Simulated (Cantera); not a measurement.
Input (Python, Cantera) and output of one run.

```python
import numpy as np
import cantera as ct

gas_names = """
    Cr CrO CrO2 CrO3 H HO2 H2 H2O H2O2 O OH O2 O3
""".split()
cond_names = """
    Cr(cr) Cr(L) Cr2O3(s) Cr2O3(L) H2O(s) H2O(L)
""".split()


# ... load() reads the species with a 1 bar reference pressure and builds the phases ...
atoms = {
    'Cr2O3': {'Cr': 2, 'O': 3},
    'H2': {'H': 2},
    'H2O': {'H': 2, 'O': 1},
}
top_T = {}  # K; cautious upper limits of use, not melting points


# ... equilibrate(T, P, feed) seeds the gas with the atoms and calls Mixture.equilibrate('TP', solver="vcs", rtol=1e-11, max_steps=5000) ...
results = []
feed = {'Cr2O3': 1, 'H2': 180, 'H2O': 0.41}  # mol
P = 2700  # Pa
for T in [1473, 1523, 1573, 1623, 1673, 1723, 1773, 1823, 1873, 1923]:
    mix = equilibrate(T, P, feed)
    results.append((T, P, feed, dict(zip(mix.species_names, mix.species_moles))))
    x = sorted(zip(gas.X, gas.species_names), reverse=True)
    print(f"T = {T:g} K  P = {P:g} Pa  gas = {mix.phase_moles(0):.4g} mol")
    print("   x: " + "  ".join(f"{s} {v:.3e}" for v, s in x if v > 1e-05))
    print("   condensed (mol): " + ("  ".join(f"{mix.phase(i).name} {mix.phase_moles(i):.4g}"
          for i in range(1, mix.n_phases) if mix.phase_moles(i) > 1e-12) or "none"))
```

Result:

```
T = 1473 K  P = 2700 Pa  gas = 180.4 mol
   x: H2 9.976e-01  H2O 2.278e-03  H 7.690e-05
   condensed (mol): Cr2O3(s) 0.9997
T = 1523 K  P = 2700 Pa  gas = 180.4 mol
   x: H2 9.975e-01  H2O 2.297e-03  H 1.405e-04  Cr 1.643e-05
   condensed (mol): Cr2O3(s) 0.9985
T = 1573 K  P = 2700 Pa  gas = 180.4 mol
   x: H2 9.973e-01  H2O 2.370e-03  H 2.471e-04  Cr 6.545e-05
   condensed (mol): Cr2O3(s) 0.9941
T = 1623 K  P = 2700 Pa  gas = 180.5 mol
   x: H2 9.967e-01  H2O 2.621e-03  H 4.199e-04  Cr 2.146e-04
   condensed (mol): Cr(cr) 0.003321  Cr2O3(s) 0.979
T = 1673 K  P = 2700 Pa  gas = 180.6 mol
   x: H2 9.954e-01  H2O 3.442e-03  H 6.915e-04  Cr 5.000e-04
   condensed (mol): Cr(cr) 0.05071  Cr2O3(s) 0.9294
T = 1723 K  P = 2700 Pa  gas = 180.7 mol
   x: H2 9.933e-01  H2O 4.447e-03  Cr 1.107e-03  H 1.106e-03
   condensed (mol): Cr(cr) 0.06228  Cr2O3(s) 0.8687
T = 1773 K  P = 2700 Pa  gas = 181 mol
   x: H2 9.903e-01  H2O 5.717e-03  Cr 2.299e-03  H 1.723e-03
   condensed (mol): Cr2O3(s) 0.7913
T = 1823 K  P = 2700 Pa  gas = 181.4 mol
   x: H2 9.854e-01  H2O 8.086e-03  Cr 3.879e-03  H 2.617e-03  CrO 1.723e-05
   condensed (mol): Cr2O3(s) 0.6467
T = 1873 K  P = 2700 Pa  gas = 181.9 mol
   x: H2 9.785e-01  H2O 1.147e-02  Cr 6.130e-03  H 3.885e-03  CrO 4.160e-05
   condensed (mol): Cr2O3(s) 0.4387
T = 1923 K  P = 2700 Pa  gas = 182.6 mol
   x: H2 9.689e-01  H2O 1.615e-02  Cr 9.244e-03  H 5.643e-03  CrO 9.508e-05
   condensed (mol): Cr2O3(s) 0.1472
```

Equilibrium computed with Cantera from the NASA thermochemical tables; the gas is ideal and each condensed phase is pure. Mutual solubility and eutectic melting of coexisting phases are not modelled.
